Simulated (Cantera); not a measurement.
Cantera run, input and output.

```python
import numpy as np
import cantera as ct

gas = ct.Solution("gri30.yaml")
gas.TPX = 1450, 1000000, {'CH3OH': 0.016, 'O2': 0.0094, 'N2': 1}
reactor = ct.IdealGasConstPressureReactor(gas, energy="off", clone=False)
net = ct.ReactorNet([reactor])
net.rtol, net.atol = 1e-08, 1e-18
show = ['CH3OH', 'O2', 'HO2', 'OH', 'O']
times = np.geomspace(0.0001, 1, 12)

steps = ct.SolutionArray(gas, extra=["t"])
rows = []
print(f"{'t/s':>10s}{'T/K':>9s}{'P/Pa':>11s}" + "".join(f"{s:>11s}" for s in show))
for t in times:
    while net.time < t:
        t_next = net.step()
        steps.append(gas.state, t=t_next)
    rows.append([np.interp(t, steps.t, y) for y in (steps.T, steps.P, *steps(*show).X.T)])
    print(f"{t:10.3e}{rows[-1][0]:9.1f}{rows[-1][1]:11.4g}" + "".join(f"{x:11.3e}" for x in rows[-1][2:]))
rate = np.gradient(steps.T, steps.t)
print("integrator steps:", len(steps.t))
if steps.T.max() > steps.T[0] + 200:
    print(f"time of steepest temperature rise: {steps.t[rate.argmax()]:.4e} s")
gas.TPX = 1450, 1000000, {'CH3OH': 0.016, 'O2': 0.0094, 'N2': 1}
gas.equilibrate("TP")
print(f"equilibrium (TP): T = {gas.T:.1f} K  " + "  ".join(f"{s} {gas[s].X[0]:.3e}" for s in show))
```

Output:

```
       t/s      T/K       P/Pa      CH3OH         O2        HO2         OH          O
 1.000e-04   1450.0      1e+06  8.439e-03  6.917e-03  2.638e-04  8.535e-06  4.047e-07
 2.310e-04   1450.0      1e+06  8.661e-09  2.410e-05  7.636e-08  2.608e-05  2.232e-06
 5.337e-04   1450.0      1e+06  5.844e-09  1.387e-07  4.104e-10  2.326e-06  1.359e-08
 1.233e-03   1450.0      1e+06  2.721e-09  2.279e-08  5.060e-11  4.666e-07  5.474e-10
 2.848e-03   1450.0      1e+06  1.015e-09  8.220e-09  1.041e-11  1.320e-07  4.415e-11
 6.579e-03   1450.0      1e+06  3.918e-10  3.823e-09  2.352e-12  4.710e-08  5.680e-12
 1.520e-02   1450.0      1e+06  1.653e-10  1.911e-09  5.675e-13  1.980e-08  1.014e-12
 3.511e-02   1450.0      1e+06  8.622e-11  8.859e-10  1.543e-13  1.085e-08  3.036e-13
 8.111e-02   1450.0      1e+06  6.836e-11  2.591e-10  3.821e-14  8.920e-09  2.017e-13
 1.874e-01   1450.0      1e+06  6.532e-11  1.811e-11  2.671e-15  8.639e-09  1.882e-13
 4.329e-01   1450.0      1e+06  6.188e-11  1.116e-13  3.946e-17  8.363e-09  1.783e-13
 1.000e+00   1450.0      1e+06  5.793e-11  6.755e-14  3.489e-17  8.077e-09  1.694e-13
integrator steps: 2477
equilibrium (TP): T = 1450.0 K  CH3OH 1.727e-13  O2 6.436e-14  HO2 3.671e-17  OH 7.817e-09  O 1.621e-13
```

Detailed kinetics in Cantera: GRI-Mech 3.0 (53 species, 325 reactions). GRI-Mech 3.0 was tuned for natural gas; its chemistry of methanol as a main component is partial and can be far from experiment.
